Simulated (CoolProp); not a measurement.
Properties of n-pentane along the isotherm 527.5 K.

Model: reference Helmholtz-energy equation of state, Thol 2019, in CoolProp.

```
p (bar)          phase  density (kg/m³)  speed of sound (m/s)  Joule-Thomson coefficient (K/MPa)  fugacity coefficient
-------  -------------  ---------------  --------------------  ---------------------------------  --------------------
24.1               gas            48.38                 211.1                              6.920                0.8420
48.1     supercritical            133.5                 164.6                              8.668                   ___
72.2     supercritical            269.4                 191.6                                ___                   ___
96.2     supercritical            336.3                 272.2                              1.763                   ___
120      supercritical            371.0                 337.4                             0.9740                0.4340
144      supercritical              ___                 391.5                             0.5967                0.4009
168      supercritical            412.1                 437.9                             0.3778                0.3789
192      supercritical            426.3                   ___                             0.2349                0.3643
216      supercritical            438.2                 515.5                             0.1343                0.3548
241      supercritical            448.9                 550.5                            0.05703                0.3489
265      supercritical            458.0                 581.5                                ___                0.3461
289      supercritical            466.1                 610.4                           -0.04516                0.3457
313      supercritical            473.5                 637.5                           -0.08196                0.3472
337      supercritical            480.2                 663.2                            -0.1125                0.3503
```

Task: Complete the blanks.

Result: 
- 48.1, fugacity coefficient: 0.6956
- 72.2, Joule-Thomson coefficient (K/MPa): 4.219
- 72.2, fugacity coefficient: 0.5678
- 96.2, fugacity coefficient: 0.4848
- 144, density (kg/m³): 394.4
- 192, speed of sound (m/s): 478.7
- 265, Joule-Thomson coefficient (K/MPa): 9.039e-5
